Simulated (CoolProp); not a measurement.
R407C at several states: Z from the reference equation and from simpler models built on Tc = 359.3 K, pc = 4.632 MPa, ω = 0.363; each cubic takes its own stable root.

The numbers come from the reference Helmholtz-energy equation of state, Lemmon 2003 in CoolProp. It is a pseudo-pure fit of the blend.

| T (K) | p (MPa) | phase | reference | Pitzer virial | van der Waals | Redlich-Kwong | Soave-Redlich-Kwong |
|---|---|---|---|---|---|---|---|
| 388.5 | 0.413 | gas | 0.9750 | 0.9766 | 0.9777 | 0.9755 | 0.9769 |
| 485.4 | 0.0276 | gas | 0.9993 | 0.9994 | 0.9992 | 0.9992 | 0.9994 |
| 469.1 | 1.19 | gas | 0.9650 | 0.9680 | 0.9600 | 0.9604 | 0.9703 |
| 288.2 | 0.191 | gas | 0.9650 | 0.9679 | 0.9790 | 0.9733 | 0.9701 |
| 447.5 | 0.0189 | gas | 0.9993 | 0.9994 | 0.9993 | 0.9993 | 0.9994 |
